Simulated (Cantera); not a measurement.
**Stirred combustor or abatement burner**

A perfectly stirred reactor is fed with 5.24 % CH4, 16.2 % O2, 78.5 % N2, equivalence ratio 0.65, at 3.40 bar; it is adiabatic with a 625 K inlet, and is followed from long to short residence time, starting on the burning branch (τ in s: 0.032, 0.01, 0.0033, 0.001, 0.00033, 0.0001, 3.3e-05, 1e-05, 3.3e-06).

Detailed kinetics in Cantera: GRI-Mech 3.0 (53 species, 325 reactions).

| τ (s) | T (K) | x CH4 | x O2 | x H | x HCN | x OH | x CH2O |
|---|---|---|---|---|---|---|---|
| 0.032 | 1789 | 1.49e-5 | 0.0576 | 7.15e-6 | 9.53e-9 | 0.000733 | 1.58e-6 |
| 0.010 | 1783 | 3.22e-5 | 0.0577 | 2.04e-5 | 1.57e-8 | 0.00101 | 3.63e-6 |
| 0.0033 | 1773 | 6.71e-5 | 0.0581 | 5.61e-5 | 2.64e-8 | 0.00137 | 7.94e-6 |
| 0.0010 | 1751 | 0.000153 | 0.0591 | 0.000160 | 4.99e-8 | 0.00182 | 1.85e-5 |
| 0.00033 | 1709 | 0.000366 | 0.0614 | 0.000376 | 9.74e-8 | 0.00213 | 4.27e-5 |
| 0.00010 | 625 | 0.0524 | 0.162 | <1e-12 | <1e-12 | <1e-12 | <1e-12 |
| 3.3e-5 | 625 | 0.0524 | 0.162 | <1e-12 | <1e-12 | <1e-12 | <1e-12 |
| 1.0e-5 | 625 | 0.0524 | 0.162 | <1e-12 | <1e-12 | <1e-12 | <1e-12 |
| 3.3e-6 | 625 | 0.0524 | 0.162 | <1e-12 | <1e-12 | <1e-12 | <1e-12 |
x: mole fraction; the columns are a selection and need not sum to one.
